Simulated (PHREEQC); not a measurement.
Dissolve 0.18 mmol/kgw Ca(OH)2 at 25 °C. Closed to the air; pH follows from the charge balance.

The numbers come from PHREEQC with the Pitzer model, pitzer.dat.

No solid was allowed to form.

Question: What pH, osmotic coefficient does the model give?

Answer: pH 10.54; osmotic coefficient 0.981.
